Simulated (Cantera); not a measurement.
A diamond (100) surface in a fixed gas of H2 with x(CH4) = 0.012, x(H) = 0.012, x(CH3) = 5.4e-05, 74.3 Torr; coverages are run to steady state.

Computed with Cantera and the Harris–Goodwin 1993 mechanism for the reconstructed diamond (100) surface.

θ: site fractions in the mechanism's names (c6HH fully hydrogenated, c6H* and c6*H radical sites, c6** diradical, c6HM methylated).

| T (K) | growth (µm/h) | θ c6HH | θ c6H* | θ c6*H | θ c6** | θ c6HM |
|---|---|---|---|---|---|---|
| 900 | 1.67 | 0.689 | 0.0106 | 0.292 | 0.00440 | ? |
| 950 | 2.21 | 0.641 | 0.0143 | 0.334 | 0.00671 | ? |
| 1000 | 2.81 | 0.595 | 0.0185 | 0.374 | 0.00977 | ? |
| 1050 | 3.42 | 0.551 | 0.0231 | 0.409 | 0.0136 | ? |
| 1100 | 3.94 | 0.510 | 0.0281 | 0.441 | 0.0184 | ? |
| 1150 | 4.16 | 0.473 | 0.0333 | 0.468 | 0.0240 | ? |
| 1200 | 3.87 | 0.439 | 0.0386 | 0.491 | 0.0305 | ? |
| 1250 | 3.15 | 0.407 | 0.0440 | 0.510 | 0.0377 | ? |
| 1300 | 2.40 | 0.379 | 0.0494 | 0.525 | 0.0457 | ? |
| 1350 | 1.93 | 0.354 | 0.0547 | 0.537 | 0.0542 | ? |
| 1400 | 1.73 | 0.331 | 0.0599 | 0.546 | 0.0633 | ? |

Complete the blanks.


- 900, θ c6HM: 0.00379
- 950, θ c6HM: 0.00303
- 1000, θ c6HM: 0.00243
- 1050, θ c6HM: 0.00195
- 1100, θ c6HM: 0.00154
- 1150, θ c6HM: 0.00114
- 1200, θ c6HM: 0.000747
- 1250, θ c6HM: 0.000420
- 1300, θ c6HM: 0.000205
- 1350, θ c6HM: 9.25e-5
- 1400, θ c6HM: 4.02e-5
